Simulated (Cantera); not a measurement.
Feed: 1 mol Cu2O, 0.63 mol CO, 1.3 mol H2, held at 1.60 bar.

Equilibrium computed with Cantera from the NASA thermochemical tables; the gas is ideal and each condensed phase is pure. Candidate condensed phases: C, C6H6, C7H8, C8H18, Cu, CuO, Cu(OH)2, Cu2O, H2O; 113 gas species. The numbers say what is thermodynamically allowed, not how fast it happens.

### Question
At 1650 K, list the 5 most abundant gas species with their mole fractions, and the condensed phases.

### Answer
H2O 0.411, H2 0.262, CO 0.219, CO2 0.107, Cu 5.08e-5. Condensed: Cu(l).
